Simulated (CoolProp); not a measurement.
Saturation properties of decamethyltetrasiloxane (MD2M).

Computed with CoolProp (reference Helmholtz-energy equation of state, Thol 2017).

| T (°C) | p (kPa) | liquid density (kg/m³) | enthalpy of vaporisation (kJ/kg) | liquid cp (kJ/(kg K)) |
|---|---|---|---|---|
| 202.55 | 122.8 | 656.6 | 126.6 | 2.133 |
| 213.95 | 158.8 | 641.4 | 122.0 | 2.159 |
| 225.25 | 202.0 | 625.7 | 117.2 | 2.186 |
| 236.65 | (withheld) | 608.9 | 112.1 | 2.215 |
| 248.05 | (withheld) | 591.1 | 106.6 | 2.247 |
| 259.45 | (withheld) | (withheld) | 100.7 | (withheld) |
| 270.85 | 474.0 | 551.5 | 94.22 | 2.326 |
| 282.25 | (withheld) | (withheld) | 86.94 | 2.383 |
| 293.65 | (withheld) | 502.8 | 78.43 | 2.470 |
| 305.05 | 822.2 | 471.0 | 67.80 | 2.637 |

Problem. Some entries are withheld; supply them.

Solution. 
- 236.65, p (kPa): 254.2
- 248.05, p (kPa): 316.1
- 259.45, p (kPa): 388.9
- 259.45, liquid density (kg/m³): 572.1
- 259.45, liquid cp (kJ/(kg K)): 2.283
- 282.25, p (kPa): 573.1
- 282.25, liquid density (kg/m³): 528.8
- 293.65, p (kPa): 688.2

It boils at 194.4 °C under 1 atm.
